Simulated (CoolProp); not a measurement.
Properties of ethylene along the isobar 0.101 MPa (Tc = 282.4 K, pc = 5.042 MPa, ω = 0.087).

Values from CoolProp's reference Helmholtz-energy equation of state, Smukala 2000.

```json
[
 {"T (K)": "212.7", "phase": "gas", "density (kg/m³)": "1.628", "Joule-Thomson coefficient (K/MPa)": "(withheld)", "isothermal compressibility (1/MPa)": "10.07"},
 {"T (K)": "229.6", "phase": "gas", "density (kg/m³)": "1.503", "Joule-Thomson coefficient (K/MPa)": "(withheld)", "isothermal compressibility (1/MPa)": "10.03"},
 {"T (K)": "246.6", "phase": "gas", "density (kg/m³)": "1.396", "Joule-Thomson coefficient (K/MPa)": "16.31", "isothermal compressibility (1/MPa)": "10.00"},
 {"T (K)": "263.5", "phase": "gas", "density (kg/m³)": "1.304", "Joule-Thomson coefficient (K/MPa)": "13.84", "isothermal compressibility (1/MPa)": "9.985"},
 {"T (K)": "280.5", "phase": "gas", "density (kg/m³)": "1.223", "Joule-Thomson coefficient (K/MPa)": "(withheld)", "isothermal compressibility (1/MPa)": "9.970"},
 {"T (K)": "297.4", "phase": "gas", "density (kg/m³)": "1.153", "Joule-Thomson coefficient (K/MPa)": "10.24", "isothermal compressibility (1/MPa)": "9.959"},
 {"T (K)": "314.4", "phase": "gas", "density (kg/m³)": "1.089", "Joule-Thomson coefficient (K/MPa)": "8.900", "isothermal compressibility (1/MPa)": "9.949"},
 {"T (K)": "331.3", "phase": "gas", "density (kg/m³)": "1.033", "Joule-Thomson coefficient (K/MPa)": "7.796", "isothermal compressibility (1/MPa)": "9.942"},
 {"T (K)": "348.3", "phase": "gas", "density (kg/m³)": "0.9818", "Joule-Thomson coefficient (K/MPa)": "6.865", "isothermal compressibility (1/MPa)": "9.936"},
 {"T (K)": "365.2", "phase": "gas", "density (kg/m³)": "0.9359", "Joule-Thomson coefficient (K/MPa)": "(withheld)", "isothermal compressibility (1/MPa)": "9.931"},
 {"T (K)": "382.2", "phase": "gas", "density (kg/m³)": "0.8939", "Joule-Thomson coefficient (K/MPa)": "5.414", "isothermal compressibility (1/MPa)": "9.926"},
 {"T (K)": "399.1", "phase": "gas", "density (kg/m³)": "0.8557", "Joule-Thomson coefficient (K/MPa)": "4.843", "isothermal compressibility (1/MPa)": "9.923"},
 {"T (K)": "416.1", "phase": "gas", "density (kg/m³)": "0.8205", "Joule-Thomson coefficient (K/MPa)": "(withheld)", "isothermal compressibility (1/MPa)": "9.920"},
 {"T (K)": "433", "phase": "gas", "density (kg/m³)": "0.7883", "Joule-Thomson coefficient (K/MPa)": "3.923", "isothermal compressibility (1/MPa)": "9.917"},
 {"T (K)": "450", "phase": "gas", "density (kg/m³)": "0.7583", "Joule-Thomson coefficient (K/MPa)": "3.548", "isothermal compressibility (1/MPa)": "9.915"}
]
```

Problem. Complete the blanks.

Solution. 
- 212.7, Joule-Thomson coefficient (K/MPa): 23.48
- 229.6, Joule-Thomson coefficient (K/MPa): 19.45
- 280.5, Joule-Thomson coefficient (K/MPa): 11.85
- 365.2, Joule-Thomson coefficient (K/MPa): 6.083
- 416.1, Joule-Thomson coefficient (K/MPa): 4.349
